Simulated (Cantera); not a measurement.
Standard-state values (1 bar) from the NASA 1993 polynomials, evaluated with Cantera. Values are per mole of reaction as written; species without (g) are pure solids or liquids, kept so even where they would boil at 1 bar.

CaBr2 ⇌ Ca(g) + Br2(g), with ΔH° = 891.9 kJ and ΔS° = 270.6 J/K at 300 K.

### Question
How far is the shortcut ΔG° ≈ ΔH°(300 K) − T·ΔS°(300 K) from the full temperature-dependent value at 673, 873, 1073, 1273, 1473, 1673, 1873 K?

### Answer
```tsv
T (K)	shortcut (kJ)	full (kJ)	difference (kJ)	difference in log10 K	condensed phases
673	709.9	713.3	-3.5	0.27	CaBr2(s)
873	655.7	663.2	-7.5	0.45	CaBr2(s)
1073	601.6	616.1	-14.5	0.70	CaBr2(l)
1273	547.5	574.8	-27.3	1.12	CaBr2(l)
1473	493.4	535.2	-41.8	1.48	CaBr2(l)
1673	439.3	497.1	-57.8	1.80	CaBr2(l)
1873	385.2	460.3	-75.1	2.09	CaBr2(l)
```
The shortcut ignores heat capacities and the phase changes listed.
